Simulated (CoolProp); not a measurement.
A Linde-Hampson liquefier for nitrogen: isothermal reversible compression at 280 K from 1 atm to 15 MPa, throttling to 1 atm, return gas leaving the recuperator 2 K below the feed. Each further row changes one setting.

The numbers come from the reference Helmholtz-energy equation of state, Span 2000 in CoolProp.

```
case                        liquid yield per pass  compression work (kJ/kg of gas)
--------------------------  ---------------------  -------------------------------
as stated                                   0.071                              413
high pressure 30 MPa                        0.105                              474
warm-end temperature 310 K                  0.051                              461
warm-end gap 7 K                            0.059                              413
```
